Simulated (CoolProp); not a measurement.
Model: reference Helmholtz-energy equation of state, Lemmon 2006, in CoolProp. It is a short technical equation, of lower accuracy than the large ones.

Give the vapour pressure (bar), vapour density (kg/m³), enthalpy of vaporisation (kJ/kg), liquid cp (kJ/(kg K)) of saturated acetone at 103.05, 117.15 °C.


| T (°C) | p (bar) | vapour density (kg/m³) | enthalpy of vaporisation (kJ/kg) | liquid cp (kJ/(kg K)) |
|---|---|---|---|---|
| 103.05 | 4.02 | 8.49 | 445 | 2.40 |
| 117.15 | 5.66 | 11.9 | 425 | 2.47 |
